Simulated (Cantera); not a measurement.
Feed: 1 mol CCl4, 0.08 mol CH4, held at 725 K and 0.285 Torr.

These are equilibrium values from Cantera (NASA tables, ideal gas, pure condensed phases), not measurements of a reactor. Candidate condensed phases: C, C6H6, C7H8, C8H18; 91 gas species. Gases not in the tables: chlorinated aromatics. Kinetics and transport are ignored.

Base state: Cl2 0.852, HCl 0.148, CCl4 0.000118, Cl 6.49e-5 (mole fractions); condensed: C(graphite).

Task: What changes in the equilibrium state with this change: CCl4 replaced by CH3Cl?

Result: 
```tsv
species	before	after
H2	<1e-9	0.536
HCl	0.148	0.463
CH4	<1e-9	0.000561
Cl2	0.852	<1e-9
CCl4	0.000118	<1e-9
Cl	6.49e-5	<1e-9
C(graphite), mol	1.08	1.08
```
